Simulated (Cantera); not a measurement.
An isothermal, constant-pressure homogeneous reactor starts with CH4 : H2O = 1 : 0.75 (molar parts), at 1548 K and 7.30 bar. Integrator tolerance rtol = 1e-08.

Cantera simulation using GRI-Mech 3.0 (53 species, 325 reactions); the numbers are that mechanism's predictions, not measurements. GRI-Mech 3.0 stops at C3 and has no aromatics, soot or wall deposition, so with more carbon than oxygen in the feed, carbon stays in small species such as C2H2 where larger ones or solid carbon would form.

Problem. What does this change do: CH4 1 to 5.3 parts?

Solution. 
```json
[
 {"quantity": "x(CH4) at 20.0 s", "before": "0.134 (gas-phase equilibrium 0.0725)", "after": "0.319 (gas-phase equilibrium 0.319)"},
 {"quantity": "x(H2O) at 20.0 s", "before": "0.0614 (gas-phase equilibrium 0.000140)", "after": "0.000668 (gas-phase equilibrium 4.36e-6)"},
 {"quantity": "x(CO) at 20.0 s", "before": "0.184 (gas-phase equilibrium 0.230)", "after": "0.0835 (gas-phase equilibrium 0.0842)"},
 {"quantity": "x(OH) at 20.0 s", "before": "3.02e-8 (gas-phase equilibrium 6.42e-11)", "after": "3.61e-10 (gas-phase equilibrium 2.36e-12)"},
 {"quantity": "x(H) at 20.0 s", "before": "8.91e-6 (gas-phase equilibrium 9.57e-6)", "after": "8.12e-6 (gas-phase equilibrium 8.12e-6)"}
]
```

Problem. What does this change do: temperature 1548 to 1575 K?

Solution. 
```csv
quantity,before,after
x(CH4) at 20.0 s,0.134 (gas-phase equilibrium 0.0725),0.106 (gas-phase equilibrium 0.0705)
x(H2O) at 20.0 s,0.0614 (gas-phase equilibrium 0.000140),0.0371 (gas-phase equilibrium 0.000107)
x(CO) at 20.0 s,0.184 (gas-phase equilibrium 0.230),0.201 (gas-phase equilibrium 0.230)
x(OH) at 20.0 s,3.02e-8 (gas-phase equilibrium 6.42e-11),2.60e-8 (gas-phase equilibrium 7.22e-11)
x(H) at 20.0 s,8.91e-6 (gas-phase equilibrium 9.57e-6),1.24e-5 (gas-phase equilibrium 1.29e-5)
```
